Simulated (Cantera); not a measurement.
A perfectly stirred reactor is fed with 45.5 % NO, 54.5 % N₂, at 750 Torr; it is held at 1648 K, and followed from long to short residence time.

Model: GRI-Mech 3.0 (53 species, 325 reactions), integrated in Cantera.

Predict: x(NO) at τ = 3.70 s; x(O) at τ = 3.70 s; x(NO₂) at τ = 3.70 s; x(N₂) at τ = 3.70 s; x(O₂) at τ = 3.70 s; x(NO) at τ = 0.120 s; x(O) at τ = 0.120 s; x(NO₂) at τ = 0.120 s; x(N₂) at τ = 0.120 s; x(O₂) at τ = 0.120 s.


| Property | Result |
|---|---|
| x(NO) at τ = 3.70 s | 0.392 |
| x(O) at τ = 3.70 s | 4.75e-6 |
| x(NO₂) at τ = 3.70 s | 0.000552 |
| x(N₂) at τ = 3.70 s | 0.576 |
| x(O₂) at τ = 3.70 s | 0.0306 |
| x(NO) at τ = 0.120 s | 0.452 |
| x(O) at τ = 0.120 s | 1.80e-6 |
| x(NO₂) at τ = 0.120 s | 0.000226 |
| x(N₂) at τ = 0.120 s | 0.547 |
| x(O₂) at τ = 0.120 s | 0.00115 |
